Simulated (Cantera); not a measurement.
Input: 1 mol Si, 0.4 mol H2O, 99 mol N2, held at 1100 K and 0.160 Pa.

Equilibrium computed with Cantera from the NASA thermochemical tables; the gas is ideal and each condensed phase is pure. Candidate condensed phases: H2O, Si, SiO2, Si2N2O, Si3N4; 35 gas species. N2 is the only nitrogen source here; it is nearly inert below about 1500 K, so the nitride shown seldom forms there in practice. Mutual solubility and eutectic melting of coexisting phases are not modelled. The numbers say what is thermodynamically allowed, not how fast it happens.

Problem. What is the equilibrium state?

Solution. 
- x(N2): 0.996
- x(H2): 0.00405
- x(H): 1.30e-6
- n(Si2N2O(s)): 0.400 mol
- n(Si3N4(s)): 0.0667 mol
- gas amount: 98.87 mol
- log10 activity of Si(s) (absent): -2.15
